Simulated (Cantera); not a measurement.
An isothermal, constant-pressure homogeneous reactor starts with CO : O₂ : H₂O : N₂ = 0.0086 : 0.0023 : 0.00027 : 0.19 (molar parts), equivalence ratio 1.9, at 1350 K and 0.133 bar.

Cantera simulation using GRI-Mech 3.0 (53 species, 325 reactions); the numbers are that mechanism's predictions, not measurements.

One state of this run: x CO = 0.0197; x O₂ = 1.33e-5; x H₂O = 0.000828; x NO₂ = 3.92e-11; x O = 1.15e-5. x: mole fraction; the columns are a selection and need not sum to one.

### Question
Which value of t (s) does it belong to?
A. 0.159
B. 0.00126
C. 0.798
D. 0.0317

### Answer
C, 0.798
